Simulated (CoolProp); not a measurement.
Properties of carbonyl sulfide along the isobar 39.3 bar (Tc = 378.8 K, pc = 63.69 bar, ω = 0.098).

The numbers come from the reference Helmholtz-energy equation of state, Lemmon 2006 in CoolProp. It is a short technical equation, of lower accuracy than the large ones.

| T (K) | phase | cp (kJ/(kg K)) | isothermal compressibility (1/MPa) |
|---|---|---|---|
| 250.1 | liquid | 1.209 | 0.001777 |
| 276.7 | liquid | 1.266 | 0.002626 |
| 303.3 | liquid | 1.360 | 0.004284 |
| 329.9 | liquid | 1.548 | 0.008561 |
| 356.5 | gas | 1.521 | 0.4752 |
| 383.1 | gas | 1.107 | 0.3580 |
| 409.7 | gas | 0.9946 | 0.3206 |
| 436.3 | gas | 0.9455 | 0.3013 |
| 462.9 | gas | 0.9207 | 0.2895 |
| 489.5 | gas | 0.9078 | 0.2815 |
| 516.1 | gas | 0.9015 | 0.2758 |
| 542.7 | gas | 0.8991 | 0.2715 |
